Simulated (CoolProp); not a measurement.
Vapour-liquid equilibrium of carbon dioxide (1) + R134a (2) at 241.5 K; x and y are mole fractions of (1).

Computed with CoolProp (multi-fluid Helmholtz-energy mixture model, Span 1996 and Tillner-Roth 1994; pair parameters Bell 2016).

Problem. Give the bubble pressure and the first vapour's composition at x = 0.2, 0.425, 0.725. Is there an azeotrope?

Solution. x = 0.2: 0.3054 MPa, y = 0.783; x = 0.425: 0.6014 MPa, y = 0.915; x = 0.725: 0.9828 MPa, y = 0.970. No azeotrope shows between x = 0.05 and 0.95.

The pair parameters rest on a limited set of measurements; away from them the model extrapolates.
